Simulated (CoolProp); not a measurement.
A single-stage vapour-compression cycle with the fluid: evaporating at 216.15 K (dew point), condensing at 239.15 K (bubble point), superheat 5 K, subcooling 8 K, compressor efficiency 0.6, no pressure losses. The same conditions are run with several fluids, on thermodynamics alone (safety and materials aside).

The numbers come from the reference Helmholtz-energy equation of state of each fluid (ammonia: Gao 2020; R410A: Lemmon 2003; CH3F (R41): Lemmon 2006; vinyl chloride: Thol 2022; R22: Kamei 1995; dimethyl ether: Wu 2011) in CoolProp. Blends and air are pseudo-pure fits.

### Question
Rank ammonia, R410A, CH3F (R41), vinyl chloride, R22, dimethyl ether by cooling COP, highest first.

### Answer
dimethyl ether (5.37), R22 (5.32), R410A (5.29), vinyl chloride (5.26), CH3F (R41) (5.15), ammonia (5.05)

| fluid | pressure ratio | discharge temperature (K) | refrigerating effect (kJ/kg) | volumetric capacity (kJ/m³) |
|---|---|---|---|---|
| ammonia | 3.69 | 351.9 | 1380 | 343 |
| R410A | 3.03 | 288.5 | 261 | 803 |
| CH3F (R41) | 2.47 | 299.7 | 430 | 2490 |
| vinyl chloride | 3.62 | 310.3 | 371 | 143 |
| R22 | 3.11 | 294.2 | 230 | 490 |
| dimethyl ether | 3.42 | 288.9 | 474 | 234 |
